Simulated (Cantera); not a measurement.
Charge: 1 mol AlI₃, 8.9 mol H₂O, 4.2 mol N₂, at 0.0100 bar.

These are equilibrium values from Cantera (NASA tables, ideal gas, pure condensed phases), not measurements of a reactor. Candidate condensed phases: Al, AlI₃, AlN, Al₂O₃, H₂O, I₂; 41 gas species. Equilibrium is a limit: real reactors are often held back by kinetics, nucleation or transport.

x: gas mole fraction; n: condensed amount in mol.

```csv
T (K),x H₂O,x N₂,x I,x H₂,x HI,x H,n Al₂O₃(s)
1425,0.465,0.264,0.165,0.0830,0.0226,1.96e-5,0.500
1475,0.464,0.263,0.169,0.0849,(withheld),(withheld),0.500
1525,0.463,0.263,0.172,0.0863,0.0150,6.95e-5,0.500
1575,0.462,0.262,0.175,0.0875,0.0124,0.000123,0.500
1625,0.462,0.262,0.177,0.0884,0.0103,0.000210,0.500
1675,0.461,0.262,0.178,0.0891,0.00867,0.000347,0.500
1725,0.461,0.262,0.180,0.0896,(withheld),(withheld),0.500
1775,0.461,0.262,0.181,0.0900,0.00625,0.000868,0.500
1825,0.460,0.261,0.181,0.0903,0.00536,0.00132,0.500
1875,0.459,0.261,0.182,0.0904,0.00464,0.00197,0.500
1925,0.458,0.261,0.182,0.0906,0.00403,0.00288,0.500
1975,0.456,0.260,0.182,0.0907,0.00353,0.00412,0.500
```

Problem. Some entries are withheld; supply them.

Solution. 
- 1475, x HI: 0.0183
- 1475, x H: 3.78e-5
- 1725, x HI: 0.00733
- 1725, x H: 0.000556
